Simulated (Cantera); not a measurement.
Charge: 1 mol AlN, 0.67 mol H₂O, 0.72 mol N₂, equilibrated at 1748.15 K and 5.48 Torr.

These are equilibrium values from Cantera (NASA tables, ideal gas, pure condensed phases), not measurements of a reactor. Candidate condensed phases: Al, AlN, Al₂O₃, H₂O; 35 gas species. Mutual solubility and eutectic melting of coexisting phases are not modelled. The numbers say what is thermodynamically allowed, not how fast it happens.

Base state: N₂ 0.584, H₂ 0.414, H 0.00172, Al 0.000180, Al₂O 3.85e-5 (mole fractions); condensed: AlN(s) + Al₂O₃(s).

What changes in the equilibrium state with this change: temperature from 1748.15 K to 1275 K?


| species | before | after |
|---|---|---|
| N₂ | 0.584 | 0.585 |
| H₂ | 0.414 | 0.415 |
| H | 0.00172 | 5.56e-6 |
| Al | 0.000180 | <1e-9 |
| Al₂O | 3.85e-5 | <1e-9 |
| AlN(s), mol | 0.553 | 0.553 |
| Al₂O₃(s), mol | 0.223 | 0.223 |
